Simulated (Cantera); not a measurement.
## Counterflow diffusion flame

A counterflow diffusion flame at 233 Torr, nozzles 20 mm apart: fuel side 93.5 % CH₄, 6.54 % H₂ at 550 K, oxidiser side 26.0 % O₂, 74.0 % N₂ at 650 K, fuel mass flux 0.87 times the oxidiser's; mixture-averaged transport, no radiation.

Cantera simulation using GRI-Mech 3.0 (53 species, 325 reactions); the numbers are that mechanism's predictions, not measurements. GRI-Mech 3.0 has no aromatics or soot, which form on the fuel side of real flames. The maximum strain rate includes the flame's own expansion and is several times the mean. A flux with no burning solution from the previous one only brackets extinction.

```json
[
 {"oxidiser flux (kg/m²/s)": "0.19", "max strain (1/s)": "549", "mean strain (1/s)": "138", "T max (K)": "2190", "peak x OH": "0.0147", "peak x H": "0.0131", "peak x NO": "0.000258", "peak x CO": "0.0834", "peak x C₂H₂": "0.0197"},
 {"oxidiser flux (kg/m²/s)": "0.26", "max strain (1/s)": "726", "mean strain (1/s)": "188", "T max (K)": "2172", "peak x OH": "0.0141", "peak x H": "0.0132", "peak x NO": "0.000218", "peak x CO": "0.0820", "peak x C₂H₂": "0.0187"},
 {"oxidiser flux (kg/m²/s)": "0.38", "max strain (1/s)": "1030", "mean strain (1/s)": "275", "T max (K)": "2154", "peak x OH": "0.0136", "peak x H": "0.0133", "peak x NO": "0.000174", "peak x CO": "0.0810", "peak x C₂H₂": "0.0174"},
 {"oxidiser flux (kg/m²/s)": "0.53", "max strain (1/s)": "1390", "mean strain (1/s)": "384", "T max (K)": "2131", "peak x OH": "0.0128", "peak x H": "0.0131", "peak x NO": "0.000134", "peak x CO": "0.0802", "peak x C₂H₂": "0.0157"},
 {"oxidiser flux (kg/m²/s)": "0.76", "max strain (1/s)": "1930", "mean strain (1/s)": "550", "T max (K)": "2100", "peak x OH": "0.0119", "peak x H": "0.0126", "peak x NO": "9.28e-5", "peak x CO": "0.0799", "peak x C₂H₂": "0.0134"},
 {"oxidiser flux (kg/m²/s)": "1.1", "max strain (1/s)": "2710", "mean strain (1/s)": "797", "T max (K)": "2055", "peak x OH": "0.0104", "peak x H": "0.0115", "peak x NO": "5.39e-5", "peak x CO": "0.0798", "peak x C₂H₂": "0.0102"},
 {"oxidiser flux (kg/m²/s)": "1.5", "max strain (1/s)": "3560", "mean strain (1/s)": "1090", "T max (K)": "1982", "peak x OH": "0.00829", "peak x H": "0.00935", "peak x NO": "2.33e-5", "peak x CO": "0.0785", "peak x C₂H₂": "0.00633"}
]
```
x: mole fraction; the columns are a selection and need not sum to one.

At the next flux tried, 2.2 kg/m²/s, no burning solution was found from the previous one.
